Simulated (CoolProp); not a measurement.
Vapour-liquid equilibrium of benzene (1) + p-xylene (2) at 509.1 K; x and y are mole fractions of (1).

Model: multi-fluid Helmholtz-energy mixture model, Thol 2012 and Zhou 2012; pair parameters Bell 2016, in CoolProp.

### Question
Give the bubble pressure and the first vapour's composition at x = 0.15, 0.25, 0.35. Is there an azeotrope?

### Answer
x = 0.15: 0.9958 MPa, y = 0.290; x = 0.25: 1.143 MPa, y = 0.434; x = 0.35: 1.297 MPa, y = 0.552. No azeotrope shows between x = 0.05 and 0.95.

Pair parameters are fitted to limited data, so mixtures are less certain than the pure fluids.
